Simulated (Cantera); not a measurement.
Input: 1 mol MgO, a varied amount of Br2, 3.4 mol H2, held at 952 °C and 22.0 mbar.

Cantera equilibrium calculation (NASA polynomials, part measured and part estimated; ideal gas, pure solids and liquids). Candidate condensed phases: Br2, H2O, Mg, MgBr2, MgO, Mg(OH)2; 20 gas species. Kinetics and transport are ignored.

What share of the Mg ends up in condensed phases as a function of n(Br2) (mol), at 0.067, 0.18, 0.29, 0.4, 0.5, 0.61, 0.72, 0.83?


```json
[
 {"n(Br2) (mol)": "0.067", "Mg condensed (%)": "99.2", "as": "MgO(s)"},
 {"n(Br2) (mol)": "0.18", "Mg condensed (%)": "97.9", "as": "MgO(s)"},
 {"n(Br2) (mol)": "0.29", "Mg condensed (%)": "96.6", "as": "MgO(s)"},
 {"n(Br2) (mol)": "0.4", "Mg condensed (%)": "95.4", "as": "MgO(s)"},
 {"n(Br2) (mol)": "0.5", "Mg condensed (%)": "94.2", "as": "MgO(s)"},
 {"n(Br2) (mol)": "0.61", "Mg condensed (%)": "92.9", "as": "MgO(s)"},
 {"n(Br2) (mol)": "0.72", "Mg condensed (%)": "91.7", "as": "MgO(s)"},
 {"n(Br2) (mol)": "0.83", "Mg condensed (%)": "90.4", "as": "MgO(s)"}
]
```
